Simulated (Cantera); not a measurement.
A perfectly stirred reactor is fed with CH4 : H2 : O2 : N2 : CO2 = 1 : 0.27 : 1.64 : 14 : 0.81 (molar parts), at 9000 Torr; it is adiabatic with a 600 K inlet, and is followed from long to short residence time, starting on the burning branch (τ in s: 0.026, 0.012, 0.0051, 0.0022, 0.00099, 0.00044, 0.00019, 8.4e-05, 3.7e-05, 1.6e-05, 7.2e-06).

Model: GRI-Mech 3.0 (53 species, 325 reactions), integrated in Cantera. The pressure lies above the range GRI-Mech 3.0 was tuned for (to about 10 atm).

Q: Predict: blow-out, bracketed by the residence times tried; x(CH4) at τ = 26.0 ms; x(H2) at τ = 26.0 ms; x(O2) at τ = 26.0 ms; x(N2O) at τ = 26.0 ms; x(HCO) at τ = 26.0 ms; x(CH4) at τ = 0.440 ms; x(H2) at τ = 0.440 ms; x(O2) at τ = 0.440 ms.

A: 
- blow-out, bracketed by the residence times tried: burning at 5.10 ms, out at 2.20 ms
- x(CH4) at τ = 26.0 ms: 0.00516
- x(H2) at τ = 26.0 ms: 0.0121
- x(O2) at τ = 26.0 ms: 0.00397
- x(N2O) at τ = 26.0 ms: 6.12e-8
- x(HCO) at τ = 26.0 ms: 1.42e-8
- x(CH4) at τ = 0.440 ms: 0.0564
- x(H2) at τ = 0.440 ms: 0.0152
- x(O2) at τ = 0.440 ms: 0.0926
